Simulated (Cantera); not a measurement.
Stirred combustor or abatement burner

A perfectly stirred reactor is fed with 6.80 % CH4, 14.3 % O2, 78.9 % N2, equivalence ratio 0.95, at 13500 Torr; it is adiabatic with a 623 K inlet, and is followed from long to short residence time, starting on the burning branch (τ in s: 0.065, 0.022, 0.0071, 0.0024, 0.00078, 0.00026, 8.5e-05, 2.8e-05, 9.2e-06).

Cantera simulation using GRI-Mech 3.0 (53 species, 325 reactions); the numbers are that mechanism's predictions, not measurements. The pressure lies above the range GRI-Mech 3.0 was tuned for (to about 10 atm).

```csv
τ (s),T (K),x CH4,x O2,x C2H6,x C2H4,x CH2O,x CH2
0.065,2082,1.99e-6,0.00751,2.29e-11,2.45e-10,2.77e-7,2.35e-8
0.022,2081,5.28e-6,0.00771,1.60e-10,1.70e-9,7.56e-7,6.74e-8
0.0071,2076,1.34e-5,0.00804,9.99e-10,1.04e-8,1.99e-6,1.94e-7
0.0024,2066,3.07e-5,0.00865,4.81e-9,4.85e-8,4.67e-6,5.07e-7
0.00078,2047,7.16e-5,0.00982,2.24e-8,2.10e-7,1.08e-5,1.29e-6
0.00026,2016,0.000174,0.0119,1.09e-7,8.96e-7,2.46e-5,3.04e-6
8.5e-5,1948,0.000588,0.0170,1.12e-6,6.64e-6,6.84e-5,6.79e-6
2.8e-5,623,0.0680,0.143,<1e-12,<1e-12,<1e-12,<1e-12
9.2e-6,623,0.0680,0.143,<1e-12,<1e-12,<1e-12,<1e-12
```
x: mole fraction; the columns are a selection and need not sum to one.
